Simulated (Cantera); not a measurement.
# Reactions in the system C-O-Ta

Standard-state values (1 bar) from the NASA 1993 polynomials, evaluated with Cantera. Values are per mole of reaction as written; species without (g) are pure solids or liquids, kept so even where they would boil at 1 bar. TaC: taken at fixed stoichiometry.

2 CO(g) + Ta ⇌ CO2(g) + TaC

| T (K) | ΔH° (kJ) | ΔS° (J/K) | ΔG° (kJ) | log10 K |
|---|---|---|---|---|
| 300 | -316.6 | -180.7 | -262.4 | 45.68 |
| 1998 | -299.2 | -167.4 | 35.3 | -0.92 |
| 2023 | -298.8 | -167.2 | 39.5 | -1.02 |
| 2048 | -298.4 | -167.0 | 43.6 | -1.11 |
| 2073 | -298.0 | -166.8 | 47.8 | -1.20 |
| 2098 | -297.6 | -166.6 | 52.0 | -1.29 |
| 2123 | -297.2 | -166.4 | 56.1 | -1.38 |
| 2148 | -296.8 | -166.2 | 60.3 | -1.47 |
| 2173 | -296.4 | -166.1 | 64.4 | -1.55 |
